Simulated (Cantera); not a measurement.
A closed system holds: 1 mol Al, 0.51 mol HCl, a varied amount of N2, held at 825 K and 2.90 mbar.

Method: chemical equilibrium by Gibbs-energy minimisation in Cantera with the NASA 1993 tables (ideal gas, pure condensed phases). Candidate condensed phases: Al, AlCl3, AlN, NH4Cl; 20 gas species. Equilibrium is a limit: real reactors are often held back by kinetics, nucleation or transport.

x: gas mole fraction; n: condensed amount in mol.

```csv
n(N2) (mol),x N2,x H2,x AlCl3,x HCl,x Al2Cl6,x NH3,x AlCl2,n AlN(s)
1.1,0.601,0.180,0.120,0.0990,8.14e-5,4.02e-7,2.85e-8,0.867
1.6,0.724,0.122,0.0810,0.0736,3.71e-5,2.45e-7,2.12e-8,0.870
2.5,0.822,0.0761,0.0507,0.0509,1.45e-5,1.29e-7,1.52e-8,0.873
3.8,0.883,0.0491,0.0327,0.0357,6.04e-6,6.93e-8,1.12e-8,0.875
5.8,0.923,0.0315,0.0210,0.0249,2.49e-6,3.64e-8,8.28e-9,0.878
8.8,0.949,0.0203,0.0135,0.0173,1.03e-6,1.91e-8,6.15e-9,0.881
13,0.965,0.0134,0.00896,0.0123,4.54e-7,1.04e-8,4.66e-9,0.883
20,0.977,[?],[?],[?],[?],[?],3.43e-9,0.886
31,0.985,0.00535,0.00357,0.00574,7.20e-8,2.64e-9,2.52e-9,0.889
47,0.990,0.00344,0.00229,0.00397,2.97e-8,1.36e-9,1.87e-9,0.892
72,0.994,[?],[?],[?],[?],[?],1.38e-9,0.895
110,0.996,0.00139,0.000924,0.00187,4.82e-9,3.49e-10,1.02e-9,0.898
```

**Question.** Complete the blanks.

**Answer.** 
- 72, x H2: 0.00218
- 72, x AlCl3: 0.00145
- 72, x HCl: 0.00272
- 72, x Al2Cl6: 1.19e-8
- 72, x NH3: 6.89e-10
- 20, x H2: 0.00852
- 20, x AlCl3: 0.00568
- 20, x HCl: 0.00845
- 20, x Al2Cl6: 1.82e-7
- 20, x NH3: 5.28e-9
